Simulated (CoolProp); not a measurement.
Vapour pressure (MPa) of water: the reference equation beside estimates from Tc = 647.1 K, pc = 22.06 MPa, ω = 0.344. Clausius-Clapeyron is anchored at 455.6 K with a constant enthalpy of vaporisation of 36.13 kJ/mol.

Computed with CoolProp (reference Helmholtz-energy equation of state, Wagner 2002).

```
T (K)  reference  Clausius-Clapeyron  van der Waals
-----  ---------  ------------------  -------------
436.1     0.6660              0.6924          3.634
445.8     0.8442              0.8600          4.075
455.6      1.061               1.061          4.555
465.3      1.315               1.294          5.065
475        1.616               1.566          5.611
484.8      1.971               1.884          6.200
494.5      2.380               2.246          6.820
504.2      2.851               2.659          7.479
513.9      3.391               3.129          8.176
523.7      4.013               3.666          8.921
533.4      4.711               4.263          9.700
543.1      5.499               4.930          10.52
552.9      6.392               5.682          11.39
562.6      7.382               6.506          12.30
572.3      8.486               7.416          13.24
```

Absolute difference from the reference over all 15 rows, mean and median: Clausius-Clapeyron 6.6 and 6.7 %, van der Waals 194.3 and 162.3 %.
